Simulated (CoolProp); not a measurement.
Vapour-liquid equilibrium of methane (1) + ethane (2) at 0.131 MPa; x and y are mole fractions of (1).

The numbers come from the multi-fluid Helmholtz-energy mixture model, Setzmann 1991 and Bücker 2006; pair parameters Kunz 2012 in CoolProp.

| x | bubble temperature, mixture model (°C) | bubble temperature, Raoult's law (°C) | y, mixture model | y, Raoult's law |
|---|---|---|---|---|
| 0.05 | -109.5 | -107.3 | (withheld) | 0.764 |
| 0.15 | -131.9 | -127.8 | (withheld) | 0.959 |
| 0.25 | -140.8 | -137.2 | (withheld) | 0.986 |
| 0.35 | -145.8 | -142.9 | 0.995 | 0.993 |
| 0.45 | -149.1 | -147.0 | 0.997 | 0.997 |
| 0.55 | -151.5 | -150.0 | 0.998 | 0.998 |
| 0.65 | -153.4 | -152.4 | 0.999 | 0.999 |
| 0.75 | -154.9 | -154.4 | 0.999 | 0.999 |
| 0.85 | (withheld) | -156.1 | 1.000 | 1.000 |
| 0.95 | -157.6 | -157.6 | 1.000 | 1.000 |

Complete the blanks.


- 0.05, y, mixture model: 0.789
- 0.15, y, mixture model: 0.970
- 0.25, y, mixture model: 0.989
- 0.85, bubble temperature, mixture model (°C): -156.3

The largest gap from Raoult's law is -4.1 K in bubble temperature, at x = 0.15. No azeotrope shows between x = 0.05 and 0.95.

Pair parameters are fitted to limited data, so mixtures are less certain than the pure fluids.
